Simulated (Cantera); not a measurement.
Mixture: CH4 : O2 : N2 = 1 : 3.92 : 14.7 (molar parts), at 1.00 bar, adiabatic and at constant pressure. Ignition delay is the time to a rise of 400 K.

Computed with Cantera and GRI-Mech 3.0 (53 species, 325 reactions).

Problem. At T0 = 1500 K, what is the delay, and which 8 reactions control it most (d ln τ / d ln k, from doubling and halving each rate constant)?

Solution. The delay is 0.934 ms.
```
reaction                  d ln τ / d ln k   faster rate
------------------------  ---------------  ------------
CH3 + O2 <=> CH3O + O               -0.47   shortens it
H + O2 <=> O + OH                   -0.34   shortens it
2 CH3 (+M) <=> C2H6 (+M)             0.30  lengthens it
CH4 + H <=> CH3 + H2                 0.25  lengthens it
CH3 + HO2 <=> CH3O + OH             -0.19   shortens it
CH3 + O2 <=> CH2O + OH              -0.14   shortens it
2 CH3 <=> C2H5 + H                  -0.11   shortens it
CH4 + OH <=> CH3 + H2O               0.11  lengthens it
```
